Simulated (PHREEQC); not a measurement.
A solution holds 0.43 mol MgSO4 and 2.9 mol KBr per kg of water, at 30 °C. Closed to the air; pH follows from the charge balance.

All values are PHREEQC results (Pitzer model, pitzer.dat), not measurements.

Task: The ionic strength comes out as 4.62 mol/kgw. What activity coefficients do Br-, MgOH+, SO4-2, K+, Mg+2 get?

Result: Br- 0.67, MgOH+ 0.34, SO4-2 0.017, K+ 0.60, Mg+2 0.54. Single-ion values are on the MacInnes scale.

No solid was allowed to form. The solution is supersaturated, for example in Arcanite, so a real one may precipitate; this is no full list.
